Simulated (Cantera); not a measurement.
# Thermodynamics of oxide etching and cleaning by halides, feed MgO + HBr + H₂

Input: 1 mol MgO, 3.8 mol HBr, 0.21 mol H₂, equilibrated at 7.50 Torr.

Equilibrium computed with Cantera from the NASA thermochemical tables; the gas is ideal and each condensed phase is pure. Candidate condensed phases: Br₂, H₂O, Mg, MgBr₂, MgO, Mg(OH)₂; 20 gas species. The numbers say what is thermodynamically allowed, not how fast it happens.

From 800 K to 825 K the condensed part is MgBr₂(s) + MgO(s). From 850 K to 1025 K the condensed part is MgO(s). The main Mg-bearing gas is MgBr₂ throughout. The share of Mg in condensed phases is highest at 800 K (99.7 %) and lowest at 1025 K (92.5 %).

```csv
T (K),log p HBr,log p H₂,log p H₂O,log p MgBr₂,log p Br,log p Br₂,log p H,n MgBr₂(s),n MgO(s)
800,-2.03,-3.28,-4.03,-5.18,-7.78,-8.53,-13.18,0.0342,0.963
825,-2.03,-3.28,-4.20,-4.76,-7.48,-8.31,-12.74,0.0181,0.975
850,-2.03,-3.28,-4.36,-4.36,-7.20,-8.11,-12.33,0,0.983
875,-2.03,-3.28,-4.26,-4.26,-6.94,-7.93,-11.94,0,0.978
900,-2.03,-3.28,-4.15,-4.15,-6.69,-7.75,-11.57,0,0.972
925,-2.03,-3.28,-4.06,-4.06,-6.45,-7.59,-11.22,0,0.965
950,-2.03,-3.28,-3.97,-3.97,-6.23,-7.43,-10.89,0,0.957
975,-2.04,-3.28,-3.88,-3.88,-6.01,-7.28,-10.58,0,0.948
1000,-2.04,-3.28,-3.80,-3.80,-5.81,-7.14,-10.28,0,0.937
1025,-2.04,-3.28,-3.73,-3.73,-5.62,-7.01,-10.00,0,0.925
```
log p: log10 of the partial pressure in bar; n: condensed amount in mol.
